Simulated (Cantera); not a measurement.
Cantera run:

```python
import numpy as np
import cantera as ct

gas_names = """
    H HNO HNO2 HNO3 HO2 H2 H2O H2O2 N NH NH2 NH3 NH2OH NO NO2 NO3 N2 N2H2 N2H4 N2O O OH O2 O3 V VN VO
    VO2
""".split()
cond_names = """
    H2O(s) H2O(L) V(cr) V(L) VN(s) VO(s) VO(L) V2O3(s) V2O3(L) V2O4(I) V2O4(II) V2O4(L) V2O5(s) V2O5(L)
""".split()


def load(file, names, dense=False):
    # The tables refer to 1 bar. Condensed volumes are neglected.
    table = {s.name: s for s in ct.Species.list_from_file(file)}
    out = []
    for n in names:
        d = dict(table[n].input_data)
        d["thermo"] = dict(d["thermo"], **{"reference-pressure": 1e5})
        if dense:
            d["equation-of-state"] = {"model": "constant-volume", "density": "1e6 g/cm^3"}
        out.append(ct.Species.from_dict(d))
    return out


gas = ct.Solution(thermo="ideal-gas", species=load("nasa_gas.yaml", gas_names))
cond = {s.name: ct.Solution(thermo="fixed-stoichiometry", species=[s], name=s.name)
        for s in load("nasa_condensed.yaml", cond_names, dense=True)}
atoms = {
    'V2O5': {'V': 2, 'O': 5},
    'H2': {'H': 2},
    'N2': {'N': 2},
}
top_T = {'VN(s)': 2300}  # K; cautious upper limits of use, not melting points


def equilibrate(T, P, feed):
    n = {}
    for name, mol in feed.items():
        for a, k in atoms[name].items():
            n[a] = n.get(a, 0.0) + k * mol
    gas.TPX = T, P, n
    mass = sum(n.values()) * gas.mean_molecular_weight
    gas.equilibrate("TP")
    valid = [c for c in cond.values() if c.min_temp <= T <= top_T.get(c.name, c.max_temp)]
    mix = ct.Mixture([(gas, mass / gas.mean_molecular_weight)] + [(c, 0.0) for c in valid])
    mix.T, mix.P = T, P
    mix.equilibrate("TP", solver="vcs", rtol=1e-11, max_steps=5000)
    return mix


results = []
feed = {'V2O5': 1, 'H2': 17, 'N2': 7.6}  # mol
for P in [10, 68, 460, 3200, 22000, 150000, 1000000]:
    for T in [700, 850, 1000, 1150, 1300, 1450, 1600, 1750, 1900, 2050, 2200]:
        mix = equilibrate(T, P, feed)
        results.append((T, P, feed, dict(zip(mix.species_names, mix.species_moles))))

for T, P, feed, n in results:
    print(f"{T:7g} {P:10.4g}  " + (" + ".join(c for c in cond_names if n.get(c, 0) > 1e-12) or "gas only"))
```

It prints:

```
    700         10  V2O3(s)
    850         10  V2O3(s)
   1000         10  V2O3(s)
   1150         10  V2O3(s)
   1300         10  V2O3(s)
   1450         10  V2O3(s)
   1600         10  V2O3(s)
   1750         10  V2O3(s)
   1900         10  V2O3(s)
   2050         10  gas only
   2200         10  gas only
    700         68  V2O3(s)
    850         68  V2O3(s)
   1000         68  V2O3(s)
   1150         68  V2O3(s)
   1300         68  V2O3(s)
   1450         68  V2O3(s)
   1600         68  V2O3(s)
   1750         68  V2O3(s)
   1900         68  V2O3(s)
   2050         68  V2O3(s)
   2200         68  gas only
    700        460  V2O3(s)
    850        460  V2O3(s)
   1000        460  V2O3(s)
   1150        460  V2O3(s)
   1300        460  V2O3(s)
   1450        460  V2O3(s)
   1600        460  V2O3(s)
   1750        460  V2O3(s)
   1900        460  V2O3(s)
   2050        460  V2O3(s)
   2200        460  V2O3(s)
    700       3200  V2O3(s)
    850       3200  V2O3(s)
   1000       3200  V2O3(s)
   1150       3200  V2O3(s)
   1300       3200  V2O3(s)
   1450       3200  V2O3(s)
   1600       3200  V2O3(s)
   1750       3200  V2O3(s)
   1900       3200  V2O3(s)
   2050       3200  V2O3(s)
   2200       3200  V2O3(s)
    700    2.2e+04  V2O3(s)
    850    2.2e+04  V2O3(s)
   1000    2.2e+04  V2O3(s)
   1150    2.2e+04  V2O3(s)
   1300    2.2e+04  V2O3(s)
   1450    2.2e+04  V2O3(s)
   1600    2.2e+04  V2O3(s)
   1750    2.2e+04  V2O3(s)
   1900    2.2e+04  V2O3(s)
   2050    2.2e+04  V2O3(s)
   2200    2.2e+04  V2O3(s)
    700    1.5e+05  V2O3(s)
    850    1.5e+05  V2O3(s)
   1000    1.5e+05  V2O3(s)
   1150    1.5e+05  V2O3(s)
   1300    1.5e+05  V2O3(s)
   1450    1.5e+05  V2O3(s)
   1600    1.5e+05  V2O3(s)
   1750    1.5e+05  V2O3(s)
   1900    1.5e+05  V2O3(s)
   2050    1.5e+05  V2O3(s)
   2200    1.5e+05  V2O3(s)
    700      1e+06  V2O3(s)
    850      1e+06  V2O3(s)
   1000      1e+06  V2O3(s)
   1150      1e+06  V2O3(s)
   1300      1e+06  V2O3(s)
   1450      1e+06  V2O3(s)
   1600      1e+06  V2O3(s)
   1750      1e+06  V2O3(s)
   1900      1e+06  V2O3(s)
   2050      1e+06  V2O3(s)
   2200      1e+06  V2O3(s)
```

Equilibrium computed with Cantera from the NASA thermochemical tables; the gas is ideal and each condensed phase is pure. Condensed phases not in the tables: the oxides between V2O3 and V2O5 other than VO2.
